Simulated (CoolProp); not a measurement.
Computed with CoolProp (reference Helmholtz-energy equation of state, Lemmon 2006). It is a short technical equation, of lower accuracy than the large ones.

Question: For n-decane, give the phase and the cp (kJ/(kg K)), cv (kJ/(kg K)), conductivity (mW/(m K)), Prandtl number at 491.1 K and 0.901 MPa; 555.5 K and 0.901 MPa; 571.6 K and 0.901 MPa.

Answer: 
- 491.1 K and 0.901 MPa: liquid; cp 3.00, cv 2.54, conductivity 87.4, Prandtl number 5.20
- 555.5 K and 0.901 MPa: liquid; cp 3.40, cv 2.77, conductivity 77.1, Prandtl number 4.10
- 571.6 K and 0.901 MPa: gas; cp 3.06, cv 2.79, conductivity 35.0, Prandtl number 0.909

Viscosity comes from a separate model (Huber 2004). Thermal conductivity comes from a separate model (Huber 2005).
